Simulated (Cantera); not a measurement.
**Moist CO burnout**

An isothermal, constant-pressure homogeneous reactor starts with CO : O2 : H2O : N2 = 0.0045 : 0.0074 : 0.0065 : 1 (molar parts), equivalence ratio 0.30, at 1425 K and 10.0 bar.

Cantera simulation using GRI-Mech 3.0 (53 species, 325 reactions); the numbers are that mechanism's predictions, not measurements.

```tsv
t (s)	x CO	x O2	x H2O	x CO2	x H2	x NO
0.000600	0.00261	0.00635	0.00631	0.00181	4.20e-5	6.04e-8
0.00179	0.000676	0.00540	0.00636	0.00375	1.33e-5	2.00e-7
0.00534	8.49e-5	0.00511	0.00639	0.00434	2.01e-6	2.80e-7
0.0159	5.57e-6	0.00507	0.00639	0.00442	2.11e-7	3.10e-7
0.0475	2.09e-7	0.00507	0.00640	0.00443	3.33e-8	3.18e-7
0.142	3.05e-8	0.00507	0.00640	0.00443	1.90e-8	3.19e-7
0.423	2.96e-8	0.00507	0.00640	0.00443	1.88e-8	3.20e-7
1.26	2.96e-8	0.00507	0.00640	0.00443	1.88e-8	3.22e-7
3.77	2.97e-8	0.00507	0.00640	0.00443	1.88e-8	3.29e-7
11.2	2.97e-8	0.00507	0.00640	0.00443	1.88e-8	3.51e-7
33.5	2.97e-8	0.00507	0.00640	0.00443	1.88e-8	4.17e-7
100	2.97e-8	0.00507	0.00640	0.00443	1.88e-8	6.12e-7
```
x: mole fraction; the columns are a selection and need not sum to one.

Equilibrium at this temperature and pressure: CO 2.99e-8, O2 0.00500, H2O 0.00640, CO2 0.00443, H2 1.90e-8, NO 0.000144 (gas phase only).
